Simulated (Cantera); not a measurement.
A closed system holds: 1 mol SiH2Cl2, 0.68 mol Cl2, 270 mol N2, at 10.0 mbar.

Method: chemical equilibrium by Gibbs-energy minimisation in Cantera with the NASA 1993 tables (ideal gas, pure condensed phases). Candidate condensed phases: NH4Cl, Si, Si3N4; 28 gas species. N2 is the only nitrogen source here; it is nearly inert below about 1500 K, so the nitride shown seldom forms there in practice. Kinetics and transport are ignored.

### Question
Which condensed phases are stable at each of these points (T (K)): 973, 1023, 1073, 1123, 1173, 1223, 1273, 1323, 1373, 1423, 1473, 1523, 1573?

### Answer
```csv
T (K),condensed phases,Si condensed (%)
973,Si3N4(s),61.6
1023,Si3N4(s),61.9
1073,Si3N4(s),62.0
1123,Si3N4(s),62.0
1173,Si3N4(s),61.4
1223,Si3N4(s),59.6
1273,Si3N4(s),55.4
1323,Si3N4(s),47.5
1373,Si3N4(s),36.6
1423,Si3N4(s),25.6
1473,Si3N4(s),15.6
1523,Si3N4(s),5.9
1573,gas only,0.0
```

From 973 K to 1523 K the condensed part is Si3N4(s). At 1573 K nothing is condensed.
